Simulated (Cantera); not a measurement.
Charge: 1 mol SiH2Cl2, 0.05 mol C3H8, 44 mol H2, equilibrated at 725 °C and 0.0133 bar.

Method: chemical equilibrium by Gibbs-energy minimisation in Cantera with the NASA 1993 tables (ideal gas, pure condensed phases). Candidate condensed phases: C, C6H6, C7H8, C8H18, Si, SiC; 109 gas species. The tables' values for SiCl3 are old estimates; treat these amounts as uncertain. Kinetics and transport are ignored.

Base state: H2 0.976, HCl 0.0162, SiCl4 0.00483, SiHCl3 0.00202, SiCl2 0.000456, SiCl3 0.000300, SiH2Cl2 9.06e-5 (mole fractions); condensed: Si(s) + SiC(s).

### Question
What changes in the equilibrium state with this change: SiH2Cl2 replaced by Si(CH3)4?

### Answer
```
species             before    after
----------------  --------  -------
H2                   0.976    0.999
CH4                4.75e-7  0.00130
HCl                 0.0162        0
SiCl4              0.00483        0
SiHCl3             0.00202        0
SiCl2             0.000456        0
Si(s), mol           0.497        0
SiC(s), mol          0.150     1.00
C(graphite), mol         0     3.08
```
